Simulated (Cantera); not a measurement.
Cantera run:

```python
import numpy as np
import cantera as ct

gas_names = """
    F F2 H HF H2 H2F2 H3F3 H4F4 H5F5 H6F6 H7F7 N NF NF2 NF3 NH NH2 NH3 N2 N2H2 N2H4
""".split()
cond_names = """

""".split()


# ... load() reads the species with a 1 bar reference pressure and builds the phases ...
atoms = {
    'NF3': {'N': 1, 'F': 3},
    'H2': {'H': 2},
    'N2': {'N': 2},
}
top_T = {}  # K; cautious upper limits of use, not melting points


# ... equilibrate(T, P, feed) seeds the gas with the atoms and calls Mixture.equilibrate('TP', solver="vcs", rtol=1e-11, max_steps=5000) ...
results = []
feed = {'NF3': 1, 'H2': 0.88, 'N2': 0.19}  # mol
T = 2350  # K
P = 12000000  # Pa
mix = equilibrate(T, P, feed)
results.append((T, P, feed, dict(zip(mix.species_names, mix.species_moles))))
x = sorted(zip(gas.X, gas.species_names), reverse=True)
print(f"T = {T:g} K  P = {P:g} Pa  gas = {mix.phase_moles(0):.4g} mol")
print("   x: " + "  ".join(f"{s} {v:.3e}" for v, s in x if v > 1e-05))
print("   condensed (mol): " + ("  ".join(f"{mix.phase(i).name} {mix.phase_moles(i):.4g}"
      for i in range(1, mix.n_phases) if mix.phase_moles(i) > 1e-12) or "none"))
```

It prints:

```
T = 2350 K  P = 1.2e+07 Pa  gas = 3.645 mol
   x: HF 4.826e-01  F 3.157e-01  N2 1.893e-01  F2 1.224e-02  H2F2 1.791e-04  NF2 2.732e-05
   condensed (mol): none
```

Method: chemical equilibrium by Gibbs-energy minimisation in Cantera with the NASA 1993 tables (ideal gas, pure condensed phases). The ideal-gas law is rough above about 30 bar.
